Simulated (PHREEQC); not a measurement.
0.3 g of hydrous ferric oxide (600 m²/g; 0.2 weak and 0.005 strong sites per Fe, Dzombak-Morel constants, diffuse double layer) in 1 kg of water with 0.001 mol/kgw of an inert sodium salt and 9.1e-06 mol/kgw Na2SeO4 and 2.6e-06 mol/kgw H3BO3, at 25 °C; the pH is set by adding NaOH or the inert anion's acid. O2 is buffered at 0.21 atm. No CO2 enters from the air. Nothing may precipitate in this run.

The numbers come from PHREEQC with the ion-association model, wateq4f.dat.

Q: Predict Se sorbed (%), surface charge σ (C/m²) at pH = 7.75, 8.5.

A: 
| pH | Se sorbed (%) | surface charge σ (C/m²) |
|---|---|---|
| 7.75 | 1.5 | 0.002 |
| 8.5 | 0.1 | -0.002 |

Species that the database lacks are ignored.
